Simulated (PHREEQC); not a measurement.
## Nickel, zinc or cadmium bath

Dissolve 14 mmol/kgw CdCl2 and 0.21 mmol/kgw FeSO4 at 25 °C. Closed to the air; pH follows from the charge balance.

Model: ion-association model, wateq4f.dat, run in PHREEQC.

| Property | Result |
|---|---|
| pH | 5.80 |
| ionic strength | 0.0276 mol/kgw |

```csv
species,molality,activity,log γ
Cl-,0.0203,0.0173,-0.071
CdCl+,0.00684,0.00584,-0.068
Cd+2,0.00666,0.00355,-0.274
CdCl2,0.000418,0.000420,0.003
Fe+2,0.000205,0.000114,-0.255
SO4-2,0.000134,7.27e-5,-0.267
CdSO4,7.39e-5,7.43e-5,0.003
CdCl3-,5.36e-6,4.58e-6,-0.068
FeCl+,3.17e-6,2.72e-6,-0.067
H+,1.79e-6,1.57e-6,-0.057
CdOHCl,1.53e-6,1.54e-6,0.003
FeSO4,1.46e-6,1.47e-6,0.003
CdOH+,2.20e-7,1.88e-7,-0.068
```

No solid was allowed to form.
